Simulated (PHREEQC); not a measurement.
HF is added in steps, without added water, to 1 kg of water holding 0.0017 mol/kgw NH4HF2, 5.4e-05 mol/kgw (NH4)2SiF6, 0.00036 mol/kgw HBF4 and 3.9e-05 mol/kgw HCl, at 67 °C. Oxygen alone is held at its pressure in air (log pO2 = -0.68). The system is closed to CO2. The run lets SiO2(a) precipitate or redissolve, and no other solid.

Base run: PHREEQC, ion-association model, phreeqc.dat. Each further column changes one thing. The table gives H4SiO4 (mol/kgw).

```
HF added (mol)     base  Debye-Hückel limiting law  metal-ligand complexes left out  Davies equation for every ion  all activity coefficients set to 1
--------------  -------  -------------------------  -------------------------------  -----------------------------  ----------------------------------
0               4.88e-5                    4.87e-5                          4.88e-5                        4.88e-5                             4.92e-5
0.001           4.17e-5                    4.17e-5                          4.17e-5                        4.17e-5                             4.27e-5
0.0025          2.79e-5                    2.78e-5                          2.79e-5                        2.79e-5                             2.95e-5
0.004           1.59e-5                    1.58e-5                          1.59e-5                        1.59e-5                             1.74e-5
0.005           1.04e-5                    1.03e-5                          1.04e-5                        1.04e-5                             1.16e-5
0.006           6.74e-6                    6.66e-6                          6.74e-6                        6.71e-6                             7.65e-6
0.0075          3.54e-6                    3.49e-6                          3.54e-6                        3.52e-6                             4.10e-6
0.009           1.93e-6                    1.90e-6                          1.93e-6                        1.92e-6                             2.27e-6
0.01            1.32e-6                    1.30e-6                          1.32e-6                        1.31e-6                             1.56e-6
```

At this temperature some constants are extrapolated from 25 °C, and those without enthalpy data are left unchanged. SiF6-2 is the database's only silicon fluoride. Real BF4- forms and hydrolyses slowly; the run takes it at equilibrium.
